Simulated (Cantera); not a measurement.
Input: 1 mol CO, 1.2 mol CO₂, equilibrated at 1827 °C and 12.0 bar.

Equilibrium computed with Cantera from the NASA thermochemical tables; the gas is ideal and each condensed phase is pure. Candidate condensed phases: C; 12 gas species. Rates play no part.

Base state: CO₂ 0.545, CO 0.455 (mole fractions); condensed: gas only.

Task: What changes in the equilibrium state with this change: temperature from 1827 °C to 400 °C?

Result: 
| species | before | after |
|---|---|---|
| CO₂ | 0.545 | 0.998 |
| CO | 0.455 | 0.00250 |
| C(graphite), mol | 0 | 0.498 |

Task: What changes in the equilibrium state with this change: temperature from 1827 °C to 725 °C?

Result: 
```
species           before  after
----------------  ------  -----
CO₂                0.545  0.688
CO                 0.455  0.312
C(graphite), mol       0  0.186
```

Task: What changes in the equilibrium state with this change: temperature from 1827 °C to 477 °C?

Result: 
```tsv
species	before	after
CO₂	0.545	0.988
CO	0.455	0.0122
C(graphite), mol	0	0.490
```
